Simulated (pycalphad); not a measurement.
Effect of Si content in Sn-Si

Computed with pycalphad from the COST 507 light-alloy database (1999), at 1 atm. The database dates from 1999; later assessments differ in places, in temperatures and in the compounds included. Amounts are mole fractions of atoms.

```csv
alloy,liquidus (°C),first solid,solidus (°C),phases at 402 °C
Sn-0.08778Si (wt.%),733,diamond (Si),232,"liquid 1.00, diamond (Si) under 0.01"
Sn-0.1761Si (wt.%),810,diamond (Si),232,"liquid 0.99, diamond (Si) 0.01"
Sn-0.2649Si (wt.%),860,diamond (Si),232,"liquid 0.99, diamond (Si) 0.01"
Sn-0.3541Si (wt.%),898,diamond (Si),232,"liquid 0.99, diamond (Si) 0.01"
```
